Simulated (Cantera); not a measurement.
## Ammonia decomposition in nitride growth gas

A perfectly stirred reactor is fed with NH3 : H2 = 1 : 0.27 (molar parts), at 62000 Pa; it is held at 2175 K, and followed from long to short residence time.

Computed with Cantera and the gas-phase N/H chemistry of the illustrative SiF4/NH3 mechanism in the Surface Chemkin manual (1991). Walls and surfaces, which speed up NH3 decomposition in real reactors, are not modelled.

```tsv
τ (s)	x NH3	x H2	x NH2	x N2H4	x H	x N	x N2H2
0.31	0.0177	0.765	0.000181	2.55e-9	0.00255	3.21e-6	1.47e-7
0.11	0.0506	0.741	0.000363	1.03e-8	0.00173	3.09e-6	4.55e-7
0.042	0.121	0.691	0.000651	3.31e-8	0.00121	3.00e-6	1.20e-6
0.015	0.264	0.588	0.00110	9.46e-8	0.000802	2.82e-6	3.00e-6
0.0056	0.451	0.454	0.00159	1.96e-7	0.000522	2.55e-6	5.92e-6
0.0021	0.615	0.335	0.00197	3.03e-7	0.000353	2.22e-6	9.09e-6
0.00076	0.715	0.263	0.00218	3.70e-7	0.000264	1.92e-6	1.11e-5
```
x: mole fraction; the columns are a selection and need not sum to one.
